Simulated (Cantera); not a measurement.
**Silicon nitride deposition: SiHCl3 + N2**

Input: 1 mol SiHCl3, a varied amount of N2, at 1500 °C and 1.33 mbar.

Cantera equilibrium calculation (NASA polynomials, part measured and part estimated; ideal gas, pure solids and liquids). Candidate condensed phases: NH4Cl, Si, Si3N4; 28 gas species. The tables' values for SiCl3, SiCl are old estimates; treat these amounts as uncertain. The numbers say what is thermodynamically allowed, not how fast it happens.

From 1.2 mol N2 to 35 mol N2 nothing is condensed. The main Si-bearing gas is SiCl2 throughout.

```tsv
n(N2) (mol)	x N2	x SiCl2	x HCl	x H2	x SiCl3	x Cl	x SiCl4	x H
1.2	0.375	0.297	0.282	0.0147	0.0144	0.0140	0.00118	0.000946
1.6	0.444	0.264	0.251	0.0130	0.0121	0.0132	0.000938	0.000889
2.2	0.523	0.227	0.215	0.0111	0.00963	0.0122	0.000693	0.000821
3	0.599	0.191	0.180	0.00931	0.00743	0.0112	0.000490	0.000753
4	0.665	0.160	0.150	0.00780	0.00565	0.0102	0.000339	0.000689
5.5	0.731	0.129	0.120	0.00632	0.00402	0.00903	0.000214	0.000620
7.5	0.787	0.102	0.0942	0.00510	0.00279	0.00791	0.000130	0.000557
10	0.831	0.0809	0.0743	0.00416	0.00194	0.00691	7.88e-5	0.000503
14	0.873	0.0609	0.0554	0.00325	0.00123	0.00582	4.21e-5	0.000445
19	0.903	0.0465	0.0419	0.00260	0.000795	0.00493	2.31e-5	0.000398
26	0.927	0.0350	0.0312	0.00206	0.000499	0.00412	1.21e-5	0.000354
35	0.944	0.0265	0.0234	0.00165	0.000317	0.00345	6.44e-6	0.000317
```
x: gas mole fraction; nothing condenses.
